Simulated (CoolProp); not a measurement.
Vapour-liquid equilibrium of propane (1) + R113 (2) at 264.5 K; x and y are mole fractions of (1).

Values from CoolProp's multi-fluid Helmholtz-energy mixture model, Lemmon 2009 and Marx 1992; pair parameters Bell 2016.

| x | bubble pressure, mixture model (kPa) | bubble pressure, Raoult's law (kPa) | y, mixture model | y, Raoult's law |
|---|---|---|---|---|
| 0.05 | 32.46 | 27.29 | 0.711 | 0.661 |
| 0.15 | 75.88 | 62.41 | 0.886 | 0.868 |
| 0.25 | 116.0 | 97.54 | 0.932 | 0.925 |
| 0.35 | 152.6 | 132.7 | 0.953 | 0.952 |
| 0.45 | 186.2 | 167.8 | 0.966 | 0.968 |
| 0.55 | 217.5 | 202.9 | 0.974 | 0.978 |
| 0.65 | 247.5 | 238.0 | 0.981 | 0.986 |
| 0.75 | 277.5 | 273.2 | 0.987 | 0.991 |
| 0.85 | 308.7 | 308.3 | 0.992 | 0.995 |
| 0.95 | 342.5 | 343.4 | 0.997 | 0.999 |

The largest gap from Raoult's law is +21.6 % in bubble pressure, at x = 0.15. No azeotrope shows between x = 0.05 and 0.95.

The pair parameters rest on a limited set of measurements; away from them the model extrapolates.
